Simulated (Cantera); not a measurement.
Input (Python, Cantera) and output of one run.

```python
import numpy as np
import cantera as ct

gas_names = """
    CL CL2 N N2 Si SiCL SiCL2 SiCL3 SiCL4 SiN Si2 Si2N Si3
""".split()
cond_names = """
    Si(cr) Si(L) Si3N4(a)
""".split()


# ... load() reads the species with a 1 bar reference pressure and builds the phases ...
atoms = {
    'Si2Cl6': {'Si': 2, 'CL': 6},
    'N2': {'N': 2},
    'Cl2': {'CL': 2},
}
top_T = {'Si3N4(a)': 2400}  # K; cautious upper limits of use, not melting points


# ... equilibrate(T, P, feed) seeds the gas with the atoms and calls Mixture.equilibrate('TP', solver="vcs", rtol=1e-11, max_steps=5000) ...
results = []
feed = {'Si2Cl6': 1, 'N2': 150, 'Cl2': 0.0082}  # mol
T = 1098.15  # K
P = 62000  # Pa
mix = equilibrate(T, P, feed)
results.append((T, P, feed, dict(zip(mix.species_names, mix.species_moles))))
x = sorted(zip(gas.X, gas.species_names), reverse=True)
print(f"T = {T:g} K  P = {P:g} Pa  gas = {mix.phase_moles(0):.4g} mol")
print("   x: " + "  ".join(f"{s} {v:.3e}" for v, s in x if v > 0.0001))
print("   condensed (mol): " + ("  ".join(f"{mix.phase(i).name} {mix.phase_moles(i):.4g}"
      for i in range(1, mix.n_phases) if mix.phase_moles(i) > 1e-12) or "none"))
```

Result:

```
T = 1098.15 K  P = 62000 Pa  gas = 151.2 mol
   x: N2 9.900e-01  SiCL4 9.933e-03
   condensed (mol): Si3N4(a) 0.165
```

Cantera equilibrium calculation (NASA polynomials, part measured and part estimated; ideal gas, pure solids and liquids). The feed counts by its element totals alone. N2 is the only nitrogen source here; it is nearly inert below about 1500 K, so the nitride shown seldom forms there in practice. The tables' values for SiCl3 are old estimates; treat these amounts as uncertain.
